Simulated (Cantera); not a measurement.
Input: 1 mol Fe(CO)5, 0.1 mol CO, 0.11 mol H2, held at 1050 °C and 1 atm.

These are equilibrium values from Cantera (NASA tables, ideal gas, pure condensed phases), not measurements of a reactor. Candidate condensed phases: C, C6H6, C7H8, C8H18, Fe, Fe(CO)5, FeO, Fe(OH)2, Fe(OH)3, Fe2O3, Fe3O4, H2O; 114 gas species. Condensed phases not in the tables: cementite and carbon dissolved in iron. Equilibrium is a limit: real reactors are often held back by kinetics, nucleation or transport.

Base state: CO 0.975, H2 0.0210, CO2 0.00380, H2O 0.000152 (mole fractions); condensed: C(graphite) + Fe(γ).

Task: What changes in the equilibrium state with this change: Fe(CO)5 replaced by PbO?

Result: 
```
species             before     after
----------------  --------  --------
H2O               0.000152     0.521
CO2                0.00380     0.474
Pb                       0   0.00348
CO                   0.975  0.000471
H2                  0.0210  0.000279
PbO                      0  0.000660
C(graphite), mol    0.0205         0
Fe(γ), mol            1.00         0
Pb(l), mol               0     0.209
PbO(l), mol              0     0.790
```
Each liquid is taken as pure. Mutual solubility and eutectic melting of coexisting phases are not modelled. Gases not in the tables: (PbO)n polymers. Further candidate phases: Pb, PbO, PbO2, Pb3O4.

Task: What changes in the equilibrium state with this change: H2 from 0.11 to 3.8 mol?

Result: 
```
species             before    after
----------------  --------  -------
CO                   0.975    0.571
H2                  0.0210    0.425
H2O               0.000152  0.00180
CO2                0.00380  0.00130
CH4                3.05e-6  0.00124
C(graphite), mol    0.0205   0.0165
Fe(γ), mol            1.00     1.00
```
